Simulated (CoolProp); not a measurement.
Vapour-liquid equilibrium of R143a (1) + fluoroethane (R161) (2) at 0.00285 MPa; x and y are mole fractions of (1).

The numbers come from the multi-fluid Helmholtz-energy mixture model, Lemmon and Jacobsen 2000 and Wu 2012; pair parameters Bell 2016 in CoolProp.

### Question
Give the bubble temperature and the first vapour's composition at x = 0.05, 0.65, 0.95. Is there an azeotrope?

### Answer
x = 0.05: 178.5 K, y = 0.104; x = 0.65: 173.3 K, y = 0.780; x = 0.95: 171.7 K, y = 0.972. No azeotrope shows between x = 0.05 and 0.95.

Pair parameters are fitted to limited data, so mixtures are less certain than the pure fluids.
